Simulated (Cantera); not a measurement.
Charge: 1 mol SiCl₄, 7 mol NH₃, at 775 K and 0.203 Torr.

These are equilibrium values from Cantera (NASA tables, ideal gas, pure condensed phases), not measurements of a reactor. Candidate condensed phases: NH₄Cl, Si, Si₃N₄; 28 gas species. Kinetics and transport are ignored.

Base state: H₂ 0.560, HCl 0.251, N₂ 0.187, SiCl₄ 0.00252 (mole fractions); condensed: Si₃N₄(s).

**Question.** What changes in the equilibrium state with this change: SiCl₄ replaced by SiF₄?

**Answer.** 
```json
[
 {"species": "H₂", "before": "0.560", "after": "0.700"},
 {"species": "N₂", "before": "0.187", "after": "0.233"},
 {"species": "SiF₄", "before": "0", "after": "0.0666"},
 {"species": "HCl", "before": "0.251", "after": "0"},
 {"species": "SiCl₄", "before": "0.00252", "after": "0"},
 {"species": "HF", "before": "0", "after": "8.37e-5"},
 {"species": "SiHF₃", "before": "0", "after": "1.01e-5"},
 {"species": "Si₃N₄(s), mol", "before": "0.320", "after": "9.19e-5"}
]
```
